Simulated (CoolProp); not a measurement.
Aqueous lithium chloride as a coolant, 23 % by mass, freezing at -58.3 °C, 1 atm.

Computed with CoolProp (Melinder's fits for secondary coolants).

```csv
T (°C),conductivity (W/(m K)),density (kg/m³),viscosity (mPa s),Prandtl number
-42.9,0.461,1147,28.3,169
-32.4,0.476,1146,15.7,93.1
-21.8,0.490,1144,9.38,55.5
-11.2,0.504,1142,6.06,35.7
-0.7,0.518,1140,4.21,24.6
9.9,0.532,1137,3.09,18.0
20.5,0.546,1134,2.39,13.9
31.1,0.560,1131,1.93,11.2
```
